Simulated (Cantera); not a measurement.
**Thermodynamics of oxide etching and cleaning by halides, feed B2O3 + F2**

Feed: 1 mol B2O3, 6.2 mol F2, at 1673 K and 710 Pa.

These are equilibrium values from Cantera (NASA tables, ideal gas, pure condensed phases), not measurements of a reactor. Candidate condensed phases: B, B2O3; 21 gas species. Equilibrium is a limit: real reactors are often held back by kinetics, nucleation or transport.

```json
{
 "x(F)": "0.646",
 "x(BF3)": "0.202",
 "x(O2)": "0.151",
 "x(O)": "0.000154",
 "x(F2)": "9.96e-5",
 "x(FO)": "7.75e-6",
 "gas_amount": "9.900 mol",
 "log10 activity of B(s) (absent)": "-25.86"
}
```
